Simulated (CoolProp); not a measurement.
The fluid at 328.85 K and 3.38 MPa flows at 0.13 m/s in a round tube of 2 mm bore and 1.5 µm roughness, fully developed (64/Re and Nu = 3.66 if laminar; Colebrook and Gnielinski if turbulent). The same conditions are run with several fluids, on thermodynamics alone (safety and materials aside).

Computed with CoolProp (reference Helmholtz-energy equation of state of each fluid (R245fa: Akasaka 2015; toluene: Lemmon 2006; m-xylene: Zhou 2012; ethanol: Schroeder 2014; ethylbenzene: Zhou 2012)).

**Question.** Rank R245fa, toluene, m-xylene, ethanol, ethylbenzene by Reynolds number, highest first.

**Answer.** R245fa (1120), toluene (534), m-xylene (501), ethylbenzene (474), ethanol (308)

```json
[
 {"fluid": "R245fa", "Darcy friction factor": "0.0570", "pressure drop (Pa/m)": "304", "heat-transfer coefficient (W/(m² K))": "155", "mass flow (kg/h)": "1.86"},
 {"fluid": "toluene", "Darcy friction factor": "0.120", "pressure drop (Pa/m)": "424", "heat-transfer coefficient (W/(m² K))": "225", "mass flow (kg/h)": "1.23"},
 {"fluid": "m-xylene", "Darcy friction factor": "0.128", "pressure drop (Pa/m)": "451", "heat-transfer coefficient (W/(m² K))": "226", "mass flow (kg/h)": "1.23"},
 {"fluid": "ethanol", "Darcy friction factor": "0.208", "pressure drop (Pa/m)": "668", "heat-transfer coefficient (W/(m² K))": "292", "mass flow (kg/h)": "1.12"},
 {"fluid": "ethylbenzene", "Darcy friction factor": "0.135", "pressure drop (Pa/m)": "478", "heat-transfer coefficient (W/(m² K))": "222", "mass flow (kg/h)": "1.23"}
]
```

Transport values come from each fluid's own correlations; those of R245fa, ethylbenzene are estimates that may be off by 10 % or more.
